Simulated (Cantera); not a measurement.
A perfectly stirred reactor is fed with NH₃ : H₂ = 1 : 0.49 (molar parts), at 100.0 Torr; it is held at 1925 K, and followed from long to short residence time.

Cantera simulation using the gas-phase N/H chemistry of the illustrative SiF4/NH3 mechanism in the Surface Chemkin manual (1991); the numbers are that mechanism's predictions, not measurements. Walls and surfaces, which speed up NH3 decomposition in real reactors, are not modelled.

```json
[
 {"quantity": "x(NH₃) at τ = 3.80 s", "before": "0.0734", "after": "0.0244"},
 {"quantity": "x(H₂) at τ = 3.80 s", "before": "0.747", "after": "0.781"},
 {"quantity": "x(NH₂) at τ = 3.80 s", "before": "0.000161", "after": "5.81e-5"},
 {"quantity": "x(N) at τ = 3.80 s", "before": "4.71e-7", "after": "2.06e-7"},
 {"quantity": "x(N₂) at τ = 3.80 s", "before": "0.179", "after": "0.193"},
 {"quantity": "x(NH₃) at τ = 0.160 s", "before": "0.487", "after": "0.219"},
 {"quantity": "x(H₂) at τ = 0.160 s", "before": "0.457", "after": "0.645"},
 {"quantity": "x(NH₂) at τ = 0.160 s", "before": "0.000564", "after": "0.000299"},
 {"quantity": "x(N) at τ = 0.160 s", "before": "3.95e-7", "after": "3.26e-7"},
 {"quantity": "x(N₂) at τ = 0.160 s", "before": "0.0548", "after": "0.135"}
]
```

Q: Which change was made?
A. pressure from 100.0 Torr to 760 Torr
B. temperature 1925 to 1575 K
C. H2 0.49 to 0.087 parts
D. temperature 1925 to 2300 K

A: A, pressure from 100.0 Torr to 760 Torr
